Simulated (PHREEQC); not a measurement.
Synthetic water in mg/L, 85 °C, pH 6.79, pe 1.9:

```csv
constituent,mg/L
Na,10.1
K,0.455
Ca,43.3
Mg,6.31
Cl,17.2
S(6) as SO4,24.9
Alkalinity as HCO3,134
Si as SiO2,5.41
```

Valence states are taken as typed.

All values are PHREEQC results (ion-association model, phreeqc.dat), not measurements.

This is a speciation only: nothing precipitates in the calculation.

### Question
Order these C species by the share of C that they hold, largest first: CaHCO3+, CaCO3, CO2, HCO3-, MgHCO3+.

### Answer
HCO3- (73 %), CO2 (25 %), CaHCO3+ (1.1 %), MgHCO3+ (0.25 %), CaCO3 (0.22 %)

### Question
Order these S species by the share of S that they hold, largest first: MgSO4, SO4-2, CaSO4, NaSO4-.

### Answer
SO4-2 (80 %), CaSO4 (11 %), MgSO4 (8.3 %), NaSO4- (0.18 %)

The pH is 6.79 and the ionic strength 0.00447 mol/kgw. Away from 25 °C the constants follow the database's enthalpies or fits; those with neither stay at their 25 °C values.
